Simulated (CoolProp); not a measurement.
Saturated liquid density (kg/m³) of methanol: the reference equation beside estimates from Tc = 513.4 K, pc = 82.16 bar, ω = 0.565. Rackett uses Z = 0.29056 − 0.08775 ω.

Computed with CoolProp (reference Helmholtz-energy equation of state, de Reuck 1993).

```csv
T (K),reference,Rackett,van der Waals,Soave-Redlich-Kwong,Peng-Robinson
278.1,805.0,799.1,394.7,619.2,695.9
283,800.4,793.7,392.4,616.1,692.6
287.9,795.8,788.2,390.0,613.0,689.3
292.8,791.3,782.7,387.7,609.7,685.8
297.7,786.7,777.1,385.3,606.4,682.3
302.6,782.1,771.5,382.9,603.0,678.7
307.5,777.4,765.8,380.4,599.4,674.9
312.4,772.8,760.1,377.9,595.8,671.1
317.3,768.1,754.3,375.4,592.2,667.1
322.2,763.4,748.4,372.9,588.4,663.1
327.1,758.7,742.5,370.3,584.4,658.9
332.1,753.8,736.4,367.6,580.4,654.5
```

Absolute difference from the reference over all 12 rows, mean and median: Rackett 1.5 and 1.4 %, van der Waals 51.1 and 51.1 %, Soave-Redlich-Kwong 23.0 and 22.9 %, Peng-Robinson 13.3 and 13.2 %.
